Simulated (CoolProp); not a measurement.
A simple Rankine cycle with n-pentane: condensing at 313.15 K, boiler at 0.752 MPa, turbine inlet 386 K, turbine efficiency 0.85, pump efficiency 0.8, no recuperator. Each further row changes one setting.

Computed with CoolProp (reference Helmholtz-energy equation of state, Thol 2019).

```json
[
 {"case": "as stated", "thermal efficiency (%)": "12.5", "net work (kJ/kg)": "59.0", "heat in (kJ/kg)": "470", "turbine exit temperature (K)": "…", "volume ratio over the turbine": "6.78"},
 {"case": "turbine inlet 406 K", "thermal efficiency (%)": "12.3", "net work (kJ/kg)": "63.6", "heat in (kJ/kg)": "516", "turbine exit temperature (K)": "…", "volume ratio over the turbine": "…"},
 {"case": "condensing temperature 305.15 K", "thermal efficiency (%)": "13.8", "net work (kJ/kg)": "67.6", "heat in (kJ/kg)": "489", "turbine exit temperature (K)": "338.7", "volume ratio over the turbine": "8.84"},
 {"case": "boiler pressure 0.526 MPa", "thermal efficiency (%)": "10.4", "net work (kJ/kg)": "50.0", "heat in (kJ/kg)": "480", "turbine exit temperature (K)": "353.7", "volume ratio over the turbine": "4.56"},
 {"case": "turbine efficiency 0.75", "thermal efficiency (%)": "…", "net work (kJ/kg)": "51.9", "heat in (kJ/kg)": "470", "turbine exit temperature (K)": "347.6", "volume ratio over the turbine": "6.86"}
]
```

Fill in the missing entries.


- as stated, turbine exit temperature (K): 343.9
- turbine inlet 406 K, turbine exit temperature (K): 365.2
- turbine inlet 406 K, volume ratio over the turbine: 6.62
- turbine efficiency 0.75, thermal efficiency (%): 11.0
